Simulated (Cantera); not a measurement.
Cantera with NASA thermochemical tables; ideal gases at 1 bar, condensed phases pure. Values are per mole of reaction as written; species without (g) are pure solids or liquids, kept so even where they would boil at 1 bar.

**Question.** Between 400 and 800 K, where is each reaction favourable under standard conditions?
- 4 MgO + 3 S2(g) ⇌ 4 MgS + 2 SO2(g)
- 2 MgO + 2 S ⇌ 2 MgS + O2(g)

**Answer.** 
- 4 MgO + 3 S2(g) ⇌ 4 MgS + 2 SO2(g): ΔG° is 81 kJ at 400 K and 117 kJ at 800 K; it stays positive (K < 1). ΔH° is 45 kJ and ΔS° -91 J/K at 800 K.
- 2 MgO + 2 S ⇌ 2 MgS + O2(g): ΔG° is 436 kJ at 400 K and 372 kJ at 800 K; it stays positive (K < 1). ΔH° is 493 kJ and ΔS° 151 J/K at 800 K.
